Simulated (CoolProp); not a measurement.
A simple Rankine cycle with n-heptane: condensing at 310.15 K, boiler at 1.68 MPa, turbine inlet 511.4 K, turbine efficiency 0.7, pump efficiency 0.6, no recuperator. Each further row changes one setting.

Values from CoolProp's reference Helmholtz-energy equation of state, Span 2003. It is a short technical equation, of lower accuracy than the large ones.

```json
[
 {"case": "as stated", "thermal efficiency (%)": "16.4", "net work (kJ/kg)": "119", "heat in (kJ/kg)": "725", "turbine exit temperature (K)": "435.5", "volume ratio over the turbine": "210"},
 {"case": "turbine inlet 531.4 K", "thermal efficiency (%)": "16.1", "net work (kJ/kg)": "127", "heat in (kJ/kg)": "789", "turbine exit temperature (K)": "459.2", "volume ratio over the turbine": "190"},
 {"case": "condensing temperature 302.15 K", "thermal efficiency (%)": "17.2", "net work (kJ/kg)": "128", "heat in (kJ/kg)": "744", "turbine exit temperature (K)": "431.5", "volume ratio over the turbine": "303"},
 {"case": "boiler pressure 1.18 MPa", "thermal efficiency (%)": "15.6", "net work (kJ/kg)": "117", "heat in (kJ/kg)": "752", "turbine exit temperature (K)": "447.7", "volume ratio over the turbine": "123"},
 {"case": "turbine efficiency 0.6", "thermal efficiency (%)": "14.0", "net work (kJ/kg)": "101", "heat in (kJ/kg)": "725", "turbine exit temperature (K)": "443.2", "volume ratio over the turbine": "214"}
]
```
